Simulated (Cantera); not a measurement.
Cantera with NASA thermochemical tables; ideal gases at 1 bar, condensed phases pure. Values are per mole of reaction as written; species without (g) are pure solids or liquids, kept so even where they would boil at 1 bar.

Problem. Between 1873 and 2073 K, where is each reaction favourable under standard conditions?
- 2 Si(CH3)4(g) ⇌ 3 C2H6(g) + 2 C + 2 SiH3(g)

Solution. 
- 2 Si(CH3)4(g) ⇌ 3 C2H6(g) + 2 C + 2 SiH3(g): ΔG° is 14 kJ at 1873 K and -60 kJ at 2073 K; it changes sign between 1873 and 1923 K. ΔH° is 705 kJ and ΔS° 369 J/K at 2073 K.
